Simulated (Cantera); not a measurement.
Charge: 1 mol HF, 0.005 mol SO2, 14 mol N2, at 752 °C and 0.0133 bar.

Method: chemical equilibrium by Gibbs-energy minimisation in Cantera with the NASA 1993 tables (ideal gas, pure condensed phases). Candidate condensed phases: H2O, H2SO4, S; 62 gas species. Equilibrium is a limit: real reactors are often held back by kinetics, nucleation or transport.

Base state: N2 0.933, HF 0.0666, SO2 0.000333 (mole fractions); condensed: gas only.

Task: What changes in the equilibrium state with this change: temperature from 752 °C to 3225 °C?

Result: 
```
species    before     after
-------  --------  --------
N2          0.933     0.880
F           <1e-9    0.0545
H           <1e-9    0.0542
HF         0.0666   0.00847
N           <1e-9   0.00178
O           <1e-9  0.000601
SO2      0.000333     <1e-9
```
